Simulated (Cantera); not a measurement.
Cantera run, input and output.

```python
import numpy as np
import cantera as ct

gas = ct.Solution("gri30.yaml")


def delay(T, t_max=10):
    gas.TPX = T, 1000000, {'CH4': 1, 'O2': 1.18, 'N2': 4.42}
    reactor = ct.IdealGasReactor(gas, clone=False)
    net = ct.ReactorNet([reactor])
    net.rtol, net.atol = 1e-8, 1e-16
    while net.time < t_max:
        t_old, T_old = net.time, reactor.T
        net.step()
        if reactor.T > T + 400:  # ignition: a rise of 400 K
            return t_old + (T + 400 - T_old) / (reactor.T - T_old) * (net.time - t_old)
    return np.nan


taus = []
for T in [1150, 1225, 1300, 1375, 1450, 1525, 1600]:
    taus.append(delay(T))
    print(f"T0 = {T:6g} K   tau = {taus[-1]:.4e} s")
```

Result:

```
T0 =   1150 K   tau = 1.1154e-02 s
T0 =   1225 K   tau = 4.3162e-03 s
T0 =   1300 K   tau = 1.7840e-03 s
T0 =   1375 K   tau = 7.7932e-04 s
T0 =   1450 K   tau = 3.5664e-04 s
T0 =   1525 K   tau = 1.6994e-04 s
T0 =   1600 K   tau = 8.4243e-05 s
```

Computed with Cantera and GRI-Mech 3.0 (53 species, 325 reactions).
